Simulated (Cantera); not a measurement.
## Low-pressure radical oxidation in H2/O2

An isothermal, constant-pressure homogeneous reactor starts with H₂ : O₂ : N₂ = 0.0085 : 1 : 1.6 (molar parts), at 1275 K and 2670 Pa.

Detailed kinetics in Cantera: the H2/O2 subset of GRI-Mech 3.0, which has no nitrogen chemistry. Radical loss at walls, strong at low pressure, is not modelled.

```tsv
t (s)	x H₂	x O₂	x H	x H₂O₂	x OH
8.00e-6	0.00326	0.383	6.31e-11	<1e-12	6.59e-12
3.78e-5	0.00326	0.383	2.15e-10	<1e-12	1.16e-10
0.000179	0.00326	0.383	4.43e-10	<1e-12	1.24e-9
0.000846	0.00326	0.383	1.62e-9	2.75e-12	1.16e-8
0.00400	0.00325	0.383	2.33e-7	4.92e-11	2.02e-6
0.0189	1.22e-5	0.380	9.58e-5	9.47e-9	0.000318
0.0894	7.94e-6	0.381	5.60e-5	8.42e-9	0.000265
0.423	2.58e-6	0.382	1.02e-5	5.54e-9	0.000151
2.00	2.90e-7	0.382	3.83e-7	1.43e-9	5.10e-5
```
x: mole fraction; the columns are a selection and need not sum to one.

Equilibrium at this temperature and pressure: H₂ 1.80e-9, O₂ 0.382, H 1.93e-10, H₂O₂ 1.49e-11, OH 4.07e-6 (gas phase only).
